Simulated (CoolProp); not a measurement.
Vapour-liquid equilibrium of dimethyl ether (1) + n-butane (2) at 326.3 K; x and y are mole fractions of (1).

Computed with CoolProp (multi-fluid Helmholtz-energy mixture model, Wu 2011 and Bücker 2006; pair parameters Bell 2016).

Problem. Give the bubble pressure and the first vapour's composition at x = 0.55, 0.75, 0.85. Is there an azeotrope?

Solution. x = 0.55: 1.008 MPa, y = 0.699; x = 0.75: 1.121 MPa, y = 0.829; x = 0.85: 1.170 MPa, y = 0.894. No azeotrope shows between x = 0.05 and 0.95.

The pair parameters rest on a limited set of measurements; away from them the model extrapolates.
